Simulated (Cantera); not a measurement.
Input: 1 mol C2H2, 0.26 mol H2O, equilibrated at 12.0 Pa.

These are equilibrium values from Cantera (NASA tables, ideal gas, pure condensed phases), not measurements of a reactor. Candidate condensed phases: C, C6H6, C7H8, C8H18, H2O; 110 gas species. Kinetics and transport are ignored. All values below are at 2423 K.

Base state: H 0.699, H2 0.186, CO 0.111, C2H2 (acetylene) 0.00144, C3 0.00120, C 0.000465, C2H 0.000328, C2 0.000109 (mole fractions); condensed: C(graphite).

Question: What changes in the equilibrium state with this change: pressure from 12.0 Pa to 84000 Pa?

Answer: 
```json
[
 {"species": "H2", "before": "0.186", "after": "0.807"},
 {"species": "CO", "before": "0.111", "after": "0.170"},
 {"species": "H", "before": "0.699", "after": "0.0174"},
 {"species": "CH4", "before": "<1e-9", "after": "9.33e-5"},
 {"species": "C3", "before": "0.00120", "after": "1.72e-7"},
 {"species": "C(graphite), mol", "before": "1.72", "after": "1.72"}
]
```
